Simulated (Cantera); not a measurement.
Feed: 1 mol HBr, 3.3 mol H2, equilibrated at 1450 K and 0.353 Torr.

Cantera equilibrium calculation (NASA polynomials, part measured and part estimated; ideal gas, pure solids and liquids). Candidate condensed phases: Br2; 5 gas species. The numbers say what is thermodynamically allowed, not how fast it happens.

Base state: H2 0.769, HBr 0.218, Br 0.0132, H 0.000382 (mole fractions); condensed: gas only.

Question: What changes in the equilibrium state with this change: pressure from 0.353 Torr to 36.8 Torr?

Answer: 
```csv
species,before,after
H2,0.769,0.768
HBr,0.218,0.231
Br,0.0132,0.00138
H,0.000382,3.74e-5
```

Question: What changes in the equilibrium state with this change: H2 from 3.3 to 0.21 mol?

Answer: 
```json
[
 {"species": "HBr", "before": "0.218", "after": "0.709"},
 {"species": "H2", "before": "0.769", "after": "0.208"},
 {"species": "Br", "before": "0.0132", "after": "0.0829"},
 {"species": "Br2", "before": "1.60e-6", "after": "6.26e-5"},
 {"species": "H", "before": "0.000382", "after": "0.000199"}
]
```

Question: What changes in the equilibrium state with this change: 1.3 mol NH3 added?

Answer: 
| species | before | after |
|---|---|---|
| H2 | 0.769 | 0.762 |
| HBr | 0.218 | 0.136 |
| N2 | 0 | 0.0938 |
| Br | 0.0132 | 0.00831 |
| H | 0.000382 | 0.000381 |
